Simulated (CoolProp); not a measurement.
Aqueous potassium formate as a coolant, at 0 °C, 1 atm.

The numbers come from the Melinder's fits for secondary coolants in CoolProp.

```csv
mass %,freezing point (°C),viscosity (mPa s),conductivity (W/(m K)),cp (kJ/(kg K)),Prandtl number
5.9,-2.7,1.93,0.555,3.970,13.8
9.6,-4.7,1.98,0.550,3.822,13.8
13.3,-6.9,2.05,0.544,3.679,13.9
17.1,…,2.15,0.538,3.538,14.1
20.8,-12.3,2.28,…,…,14.6
24.5,-15.5,2.43,0.526,3.280,15.1
28.2,-19.2,2.59,0.520,3.163,15.7
31.9,-23.4,2.76,0.512,…,16.4
35.6,-28.3,2.94,0.504,2.953,17.2
39.3,-33.8,…,0.495,2.859,18.2
```

**Question.** Some entries are withheld; supply them.

**Answer.** 
- 17.1, freezing point (°C): -9.5
- 20.8, conductivity (W/(m K)): 0.533
- 20.8, cp (kJ/(kg K)): 3.406
- 31.9, cp (kJ/(kg K)): 3.053
- 39.3, viscosity (mPa s): 3.15
